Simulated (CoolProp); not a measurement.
Vapour-liquid equilibrium of ethanol (1) + toluene (2) at 567 kPa; x and y are mole fractions of (1).

Model: multi-fluid Helmholtz-energy mixture model, Schroeder 2014 and Lemmon 2006; pair parameters Bell 2016, in CoolProp.

Question: Give the bubble temperature and the first vapour's composition at x = 0.125, 0.5, 0.725. Is there an azeotrope?

Answer: x = 0.125: 152.0 °C, y = 0.511; x = 0.5: 134.3 °C, y = 0.740; x = 0.725: 131.4 °C, y = 0.815. No azeotrope shows between x = 0.05 and 0.95.

Pair parameters are fitted to limited data, so mixtures are less certain than the pure fluids.
